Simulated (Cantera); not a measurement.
An isothermal, constant-pressure homogeneous reactor starts with NO : N₂ = 1 : 0.96 (molar parts), at 2175 K and 0.460 bar.

Cantera simulation using GRI-Mech 3.0 (53 species, 325 reactions); the numbers are that mechanism's predictions, not measurements.

One state of this run: x NO = 0.398; x O₂ = 0.0551; x N₂O = 7.20e-5; x N₂ = 0.545; x O = 0.000882; x NO₂ = 0.000191. x: mole fraction; the columns are a selection and need not sum to one.

Which value of t (s) does it belong to?
A) 0.217
B) 0.0235
C) 0.000840
D) 0.0714

D, 0.0714
